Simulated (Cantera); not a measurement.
A closed system holds: 1 mol PbS, 570 mol H₂, 1.9 mol N₂, at 1775 °C and 63.0 Pa.

Method: chemical equilibrium by Gibbs-energy minimisation in Cantera with the NASA 1993 tables (ideal gas, pure condensed phases). Candidate condensed phases: Pb, PbS, S; 18 gas species. Kinetics and transport are ignored.

Base state: H₂ 0.908, H 0.0850, N₂ 0.00317, Pb 0.00167, S 0.00105, SH 0.000463, H₂S 7.26e-5, S₂ 3.75e-5 (mole fractions); condensed: gas only.

What changes in the equilibrium state with this change: temperature from 1775 °C to 1175 °C?


| species | before | after |
|---|---|---|
| H₂ | 0.908 | 0.993 |
| N₂ | 0.00317 | 0.00332 |
| Pb | 0.00167 | 0.00160 |
| H | 0.0850 | 0.000367 |
| H₂S | 7.26e-5 | 0.00123 |
| S | 0.00105 | 9.13e-6 |
| PbS | 3.66e-6 | 0.000146 |
| SH | 0.000463 | 0.000137 |
| S₂ | 3.75e-5 | 0.000110 |

What changes in the equilibrium state with this change: temperature from 1775 °C to 1625 °C?


```tsv
species	before	after
H₂	0.908	0.963
H	0.0850	0.0306
N₂	0.00317	0.00326
S	0.00105	0.000674
Pb	0.00167	0.00170
PbS	3.66e-6	1.21e-5
S₂	3.75e-5	0.000115
```

What changes in the equilibrium state with this change: PbS replaced by FeS?


```
species    before     after
-------  --------  --------
H₂          0.908     0.908
H          0.0850    0.0850
N₂        0.00317   0.00317
Fe              0   0.00167
Pb        0.00167         0
S₂        3.75e-5   3.76e-5
S         0.00105   0.00106
SH       0.000463  0.000464
H₂S       7.26e-5   7.27e-5
```
Further candidate phases: Fe, FeS, FeS₂.
